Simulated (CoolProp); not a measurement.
The fluid at 298.15 K and 0.00641 MPa flows at 3.2 m/s in a round tube of 6 mm bore and 1.5 µm roughness, fully developed (64/Re and Nu = 3.66 if laminar; Colebrook and Gnielinski if turbulent). The same conditions are run with several fluids, on thermodynamics alone (safety and materials aside).

Values from CoolProp's reference Helmholtz-energy equation of state of each fluid (benzene: Thol 2012; R123: Younglove 1994; R227EA: Lemmon 2016; n-hexane: Thol 2019; normal hydrogen: Leachman 2009).

Problem. Rank benzene, R123, R227EA, n-hexane, normal hydrogen by Reynolds number, highest first.

Solution. R227EA (729), R123 (705), n-hexane (685), benzene (514), normal hydrogen (11.2)

| fluid | Darcy friction factor | pressure drop (Pa/m) | heat-transfer coefficient (W/(m² K)) | mass flow (kg/h) |
|---|---|---|---|---|
| benzene | 0.124 | 21.5 | 6.43 | 0.0660 |
| R123 | 0.0907 | 30.7 | 5.61 | 0.129 |
| R227EA | 0.0878 | 33.0 | 8.12 | 0.143 |
| n-hexane | 0.0934 | 17.8 | 8.43 | 0.0729 |
| normal hydrogen | 5.69 | 25.3 | 113 | 0.00170 |

Transport values come from each fluid's own correlations; those of R227EA are estimates that may be off by 10 % or more.
